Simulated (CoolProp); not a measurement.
Model: reference Helmholtz-energy equation of state, Akasaka 2022, in CoolProp.

Problem. For R1233zd(E), give the phase and the cp (kJ/(kg K)), cv (kJ/(kg K)) at 367.3 K and 101 kPa; 385 K and 101 kPa; 390.9 K and 101 kPa.

Solution. 
- 367.3 K and 101 kPa: gas; cp 0.893, cv 0.824
- 385 K and 101 kPa: gas; cp 0.914, cv 0.845
- 390.9 K and 101 kPa: gas; cp 0.920, cv 0.852
